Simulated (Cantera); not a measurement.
Cantera run:

```python
import numpy as np
import cantera as ct

gas_names = """
    H2 NF3 NH3 F CuF2
""".split()
cond_names = """
    Cu(cr) Cu(L) CuF2(s) CuF2(L)
""".split()


def load(file, names, dense=False):
    # The tables refer to 1 bar. Condensed volumes are neglected.
    table = {s.name: s for s in ct.Species.list_from_file(file)}
    out = []
    for n in names:
        d = dict(table[n].input_data)
        d["thermo"] = dict(d["thermo"], **{"reference-pressure": 1e5})
        if dense:
            d["equation-of-state"] = {"model": "constant-volume", "density": "1e6 g/cm^3"}
        out.append(ct.Species.from_dict(d))
    return out


species = {s.name: s for s in load("nasa_gas.yaml", gas_names) + load("nasa_condensed.yaml", cond_names)}
# Each term lists the table entries of one substance; the one whose range holds T is used.
reactions = {
    '3 H2(g) + 3 Cu + 2 NF3(g) = 3 CuF2 + 2 NH3(g)':
        [(-3, ['H2']), (-3, ['Cu(cr)', 'Cu(L)']), (-2, ['NF3']), (3, ['CuF2(s)', 'CuF2(L)']), (2, ['NH3'])],
    '2 F(g) + Cu = CuF2(g)':
        [(-2, ['F']), (-1, ['Cu(cr)', 'Cu(L)']), (1, ['CuF2'])],
}


def pick(names, T):
    return next(species[n] for n in names if species[n].thermo.min_temp <= T <= species[n].thermo.max_temp)


results = []
for label, terms in reactions.items():
    print(label)
    print("     T/K   dH/kJ  dS/(J/K)   dG/kJ   log10 K")
    for T in [775, 850, 925, 1000, 1075, 1150, 1225, 1300]:
        used = [(nu, pick(names, T)) for nu, names in terms]
        dH = sum(nu * s.thermo.h(T) for nu, s in used) / 1e6
        dS = sum(nu * s.thermo.s(T) for nu, s in used) / 1e3
        dG = dH - T * dS / 1e3
        logK = -dG * 1e6 / (ct.gas_constant * T * np.log(10))
        results.append((label, T, dH, dS, dG, logK, [s.name for _, s in used]))
        print(f"{T:8g} {dH:8.1f} {dS:8.1f} {dG:8.1f} {logK:8.2f}")
```

Output:

```
3 H2(g) + 3 Cu + 2 NF3(g) = 3 CuF2 + 2 NH3(g)
     T/K   dH/kJ  dS/(J/K)   dG/kJ   log10 K
     775  -1436.5   -380.7  -1141.4    76.93
     850  -1433.6   -377.2  -1113.0    68.40
     925  -1430.6   -373.7  -1084.8    61.26
    1000  -1427.2   -370.3  -1056.9    55.21
    1075  -1423.6   -366.8  -1029.3    50.01
    1150  -1253.2   -213.2  -1008.1    45.79
    1225  -1247.7   -208.5   -992.2    42.31
    1300  -1242.3   -204.2   -976.8    39.25
2 F(g) + Cu = CuF2(g)
     T/K   dH/kJ  dS/(J/K)   dG/kJ   log10 K
     775   -433.8   -100.3   -356.0    24.00
     850   -434.9   -101.7   -348.5    21.41
     925   -435.9   -102.9   -340.8    19.24
    1000   -437.0   -104.0   -333.0    17.40
    1075   -438.1   -105.1   -325.2    15.80
    1150   -439.3   -106.1   -317.3    14.41
    1225   -440.4   -107.1   -309.3    13.19
    1300   -441.7   -108.0   -301.2    12.10
```

Cantera with NASA thermochemical tables; ideal gases at 1 bar, condensed phases pure. Condensed species are held in their standard states even where they would react or evaporate.
